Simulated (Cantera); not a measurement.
Charge: 1 mol Cu2O, 0.72 mol CO, 0.28 mol H2, equilibrated at 1175 K and 82.0 Pa.

Cantera equilibrium calculation (NASA polynomials, part measured and part estimated; ideal gas, pure solids and liquids). Candidate condensed phases: C, C6H6, C7H8, C8H18, Cu, CuO, Cu(OH)2, Cu2O, H2O; 113 gas species. Kinetics and transport are ignored.

Base state: CO2 0.720, H2O 0.280, CO 4.49e-5, O2 2.87e-5, H2 1.36e-5 (mole fractions); condensed: Cu(s).

Problem. What changes in the equilibrium state with this change: temperature from 1175 K to 2525 K?

Solution. 
```
species      before     after
----------  -------  --------
Cu          7.38e-6     0.519
CO          4.49e-5     0.163
O           2.73e-9     0.121
CO2           0.720    0.0235
H2O           0.280   0.00816
H           1.58e-8    0.0931
OH          2.26e-6    0.0179
O2          2.87e-5    0.0446
CuO           <1e-9  0.000223
Cu2           <1e-9   1.81e-5
H2          1.36e-5   0.00905
Cu(s), mol     2.00         0
```
